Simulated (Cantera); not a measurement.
Predominance diagram of Ca at 1300 K against the partial pressures of O2 and Br2 (log10, bar). Cantera with NASA thermochemical tables; ideal gases at 1 bar, condensed phases pure. Candidates: Ca(l), CaBr2(l), CaO(s). Only these pure phases compete in this equilibrium. Not in the tables: oxide halides.

Problem. Which phase is stable at these pairs, and which metal-bearing vapour leads over it? (-4.7, -14); (-15, -12.9); (-5.6, 0); (-12.2, -9.7); (-6.6, -5.4); (-12.2, -7.5); (-0.9, -2.2)

Solution. 
| log p(O2) | log p(Br2) | phase | chief vapour | log p (bar) |
|---|---|---|---|---|
| -4.7 | -14 | CaO(s) | CaBr2 | -13.8 |
| -15 | -12.9 | CaO(s) | CaBr2 | -7.5 |
| -5.6 | 0 | CaBr2(l) | CaBr2 | -3.4 |
| -12.2 | -9.7 | CaO(s) | CaBr2 | -5.7 |
| -6.6 | -5.4 | CaO(s) | CaBr2 | -4.2 |
| -12.2 | -7.5 | CaO(s) | CaBr2 | -3.5 |
| -0.9 | -2.2 | CaO(s) | CaBr2 | -3.9 |
